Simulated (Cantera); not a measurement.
Feed: 1 mol Cu2O, 2.7 mol H2, 5.2 mol N2, held at 8.25 Torr.

Method: chemical equilibrium by Gibbs-energy minimisation in Cantera with the NASA 1993 tables (ideal gas, pure condensed phases). Candidate condensed phases: Cu, CuO, Cu(OH)2, Cu2O, H2O; 27 gas species. The numbers say what is thermodynamically allowed, not how fast it happens.

### Question
Which condensed phases are stable at each of these points (T (K)): 848, 923, 998, 1073, 1148, 1223, 1298, 1373, 1448, 1523, 1598, 1673?

### Answer
| T (K) | condensed phases | Cu condensed (%) |
|---|---|---|
| 848 | Cu(s) | 100.0 |
| 923 | Cu(s) | 100.0 |
| 998 | Cu(s) | 100.0 |
| 1073 | Cu(s) | 100.0 |
| 1148 | Cu(s) | 100.0 |
| 1223 | Cu(s) | 100.0 |
| 1298 | Cu(s) | 100.0 |
| 1373 | Cu(l) | 100.0 |
| 1448 | Cu(l) | 99.9 |
| 1523 | Cu(l) | 99.6 |
| 1598 | Cu(l) | 98.6 |
| 1673 | Cu(l) | 96.0 |

From 848 K to 1298 K the condensed part is Cu(s). From 1373 K to 1673 K the condensed part is Cu(l).
